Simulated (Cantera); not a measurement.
An adiabatic, constant-volume homogeneous reactor starts with CH₄ : CO : O₂ : N₂ = 1 : 1.4 : 1.13 : 4.23 (molar parts), equivalence ratio 2.4, at 1748 K and 0.227 atm. Integrator tolerance rtol = 1e-08.

Model: GRI-Mech 3.0 (53 species, 325 reactions), integrated in Cantera.

What does this change do: pressure from 0.227 atm to 0.987 atm?


```csv
quantity,before,after
time of steepest temperature rise,0.705 ms,0.195 ms
temperature at 0.600 s,2744 K,2854 K
equilibrium temperature,2744 K,2854 K
x(CH₄) at 0.600 s,<1e-12 (gas-phase equilibrium <1e-12),9.77e-12 (gas-phase equilibrium 1.10e-11)
x(CO) at 0.600 s,0.239 (gas-phase equilibrium 0.239),0.242 (gas-phase equilibrium 0.242)
x(O₂) at 0.600 s,0.000627 (gas-phase equilibrium 0.000627),0.000338 (gas-phase equilibrium 0.000338)
x(C₂H₂) at 0.600 s,<1e-12 (gas-phase equilibrium <1e-12),<1e-12 (gas-phase equilibrium <1e-12)
x(NO) at 0.600 s,0.00145 (gas-phase equilibrium 0.00145),0.00124 (gas-phase equilibrium 0.00124)
x(CH₂CO) at 0.600 s,<1e-12 (gas-phase equilibrium <1e-12),<1e-12 (gas-phase equilibrium <1e-12)
x(H) at 0.600 s,0.0344 (gas-phase equilibrium 0.0344),0.0242 (gas-phase equilibrium 0.0242)
```
